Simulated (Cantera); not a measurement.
What does this Cantera script print?

```python
import numpy as np
import cantera as ct

gas_names = """
    C CH CH2 CH3 CH2OH CH3O CH4 CH3OH CO CO2 COOH C2 C2H CHCO,ketyl C2H2,acetylene C2H2,vinylidene
    CH2CO,ketene C2H3,vinyl CH3CO,acetyl C2H4 C2H4O,ethylen CH3CHO,ethanal CH3COOH (HCOOH)2 C2H5 C2H6
    CH3OCH3 C2H5OH C2O C3 C3H3,propargyl C3H4,allene C3H4,propyne C3H4,cyclo- C3H5,allyl C3H6,propylene
    C3H6,cyclo- C3H6O C3H7,n-propyl C3H7,i-propyl C3H8 C3H8O,1propanol C3H8O,2propanol C3O2 C4 C4H2
    C4H4,1,3-cyclo- C4H6,butadiene C4H6,2-butyne C4H6,cyclo- C4H8,1-butene C4H8,cis2-buten
    C4H8,tr2-butene C4H8,isobutene C4H8,cyclo- (CH3COOH)2 C4H9,n-butyl C4H9,i-butyl C4H9,s-butyl
    C4H9,t-butyl C4H10,isobutane C4H10,n-butane C5 C5H6,1,3cyclo- C5H8,cyclo- C5H10,1-pentene
    C5H10,cyclo- C5H11,pentyl C5H11,t-pentyl C5H12,n-pentane C5H12,i-pentane CH3C(CH3)2CH3 C6H2
    C6H5,phenyl C6H5O,phenoxy C6H6 C6H5OH,phenol C6H10,cyclo- C6H12,1-hexene C6H12,cyclo- C6H13,n-hexyl
    C7H7,benzyl C7H8 C7H8O,cresol C7H14,1-heptene C7H15,n-heptyl C7H16,n-heptane C8H8,styrene
    C8H10,ethylbenz C8H16,1-octene C8H17,n-octyl C8H18,isooctane C8H18,n-octane C9H19,n-nonyl
    C10H8,naphthale C10H21,n-decyl C12H9,o-bipheny C12H10,bipheny H HCO HO2 H2 HCHO,formaldehy HCOOH H2O
    H2O2 O OH O2 O3 Ti TiO TiO2
""".split()
cond_names = """
    C(gr) C6H6(L) C7H8(L) C8H18(L),n-octa H2O(s) H2O(L) Ti(a) Ti(b) Ti(L) TiC(s) TiC(L) TiO(a) TiO(b)
    TiO(L) TiO2(ru) TiO2(L) Ti2O3(a) Ti2O3(b) Ti2O3(L) Ti3O5(a) Ti3O5(b) Ti3O5(L) Ti4O7(s) Ti4O7(L)
""".split()


def load(file, names, dense=False):
    # The tables refer to 1 bar. Condensed volumes are neglected.
    table = {s.name: s for s in ct.Species.list_from_file(file)}
    out = []
    for n in names:
        d = dict(table[n].input_data)
        d["thermo"] = dict(d["thermo"], **{"reference-pressure": 1e5})
        if dense:
            d["equation-of-state"] = {"model": "constant-volume", "density": "1e6 g/cm^3"}
        out.append(ct.Species.from_dict(d))
    return out


gas = ct.Solution(thermo="ideal-gas", species=load("nasa_gas.yaml", gas_names))
cond = {s.name: ct.Solution(thermo="fixed-stoichiometry", species=[s], name=s.name)
        for s in load("nasa_condensed.yaml", cond_names, dense=True)}
atoms = {
    'Ti(OiPr)4': {'Ti': 1, 'C': 12, 'H': 28, 'O': 4},
    'CH4': {'C': 1, 'H': 4},
    'H2': {'H': 2},
}
top_T = {'C(gr)': 4500}  # K; cautious upper limits of use, not melting points


def equilibrate(T, P, feed):
    n = {}
    for name, mol in feed.items():
        for a, k in atoms[name].items():
            n[a] = n.get(a, 0.0) + k * mol
    gas.TPX = T, P, n
    mass = sum(n.values()) * gas.mean_molecular_weight
    gas.equilibrate("TP")
    valid = [c for c in cond.values() if c.min_temp <= T <= top_T.get(c.name, c.max_temp)]
    mix = ct.Mixture([(gas, mass / gas.mean_molecular_weight)] + [(c, 0.0) for c in valid])
    mix.T, mix.P = T, P
    mix.equilibrate("TP", solver="vcs", rtol=1e-11, max_steps=5000)
    return mix


results = []
feed = {'Ti(OiPr)4': 1, 'CH4': 0.24, 'H2': 4}  # mol
T = 1000  # K
P = 8400  # Pa
mix = equilibrate(T, P, feed)
results.append((T, P, feed, dict(zip(mix.species_names, mix.species_moles))))
print(gas.report(threshold=0.001))
for i in range(1, mix.n_phases):
    print(f"{mix.phase(i).name:16s} {mix.phase_moles(i):12.5e} mol")
```

Result:

```
       temperature   1000 K
          pressure   8400 Pa
           density   0.0046845 kg/m^3
  mean mol. weight   4.6368 kg/kmol
   phase of matter   gas

                          1 kg             1 kmol
                     ---------------   ---------------
          enthalpy        1.9615e+06        9.0952e+06  J
   internal energy        1.6837e+05        7.8069e+05  J
           entropy             42527        1.9719e+05  J/K
    Gibbs function       -4.0566e+07       -1.8809e+08  J
 heat capacity c_p            6635.9             30769  J/K
 heat capacity c_v            4842.7             22455  J/K

                      mass frac. Y      mole frac. X     chem. pot. / RT
                     ---------------   ---------------   ---------------
               CH4          0.022249         0.0064306           -41.708
                CO           0.57341          0.094921           -43.726
                H2           0.38931            0.8954           -20.093
               H2O          0.010963         0.0028216           -62.296
     [ +109 minor]         0.0040754        0.00042941

C(gr)             1.01755e+01 mol
Ti(a)             0.00000e+00 mol
TiC(s)            0.00000e+00 mol
TiO(a)            0.00000e+00 mol
TiO2(ru)          1.00000e+00 mol
Ti2O3(b)          0.00000e+00 mol
Ti3O5(b)          0.00000e+00 mol
Ti4O7(s)          0.00000e+00 mol
```

These are equilibrium values from Cantera (NASA tables, ideal gas, pure condensed phases), not measurements of a reactor. The feed counts by its element totals alone.
